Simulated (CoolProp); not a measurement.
Model: reference Helmholtz-energy equation of state, Leachman 2009, in CoolProp.

### Question
For normal hydrogen, give the phase and the cp (kJ/(kg K)), Joule-Thomson coefficient (K/MPa), viscosity (µPa s) at 32.5 K and 6000 kPa; 60.2 K and 6000 kPa; 170.9 K and 6000 kPa.

### Answer
- 32.5 K and 6000 kPa: liquid; cp 12.9, Joule-Thomson coefficient -0.494, viscosity 9.59
- 60.2 K and 6000 kPa: supercritical; cp 16.9, Joule-Thomson coefficient 1.39, viscosity 4.26
- 170.9 K and 6000 kPa: supercritical; cp 13.6, Joule-Thomson coefficient 0.0384, viscosity 6.24

Viscosity comes from a separate model (Muzny 2013).
